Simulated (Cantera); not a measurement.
Feed: 1 mol PbO, 30 mol H₂, 0.036 mol CO, at 100000 Pa.

Equilibrium computed with Cantera from the NASA thermochemical tables; the gas is ideal and each condensed phase is pure. Candidate condensed phases: C, C₆H₆, C₇H₈, C₈H₁₈, H₂O, Pb, PbO, PbO₂, Pb₃O₄; 113 gas species. Equilibrium is a limit: real reactors are often held back by kinetics, nucleation or transport.

### Question
At 800 °C, list the 6 most abundant gas species with their mole fractions, and the condensed phases.

### Answer
H₂ 0.965, H₂O 0.0334, CO 0.00100, CH₄ 0.000161, Pb 7.31e-5, CO₂ 3.75e-5. Condensed: Pb(l).
